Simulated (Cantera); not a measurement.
Input: 1 mol SiH₄, 30 mol H₂, 0.042 mol CH₄, equilibrated at 2300 °C.

Cantera equilibrium calculation (NASA polynomials, part measured and part estimated; ideal gas, pure solids and liquids). Candidate condensed phases: C, C₆H₆, C₇H₈, C₈H₁₈, Si, SiC; 87 gas species. Gases not in the tables: Si₂H₆ and higher silanes. Rates play no part.

Which condensed phases are stable at each of these points (P (Pa)): 100, 320, 1000, 3200, 10000, 32000, 100000?


| P (Pa) | condensed phases | Si condensed (%) |
|---|---|---|
| 100 | gas only | 0.0 |
| 320 | gas only | 0.0 |
| 1000 | gas only | 0.0 |
| 3200 | gas only | 0.0 |
| 10000 | gas only | 0.0 |
| 32000 | gas only | 0.0 |
| 100000 | Si(l) | 56.6 |

From 1.00 mbar to 0.320 bar nothing is condensed. At 1.00 bar the condensed part is Si(l).
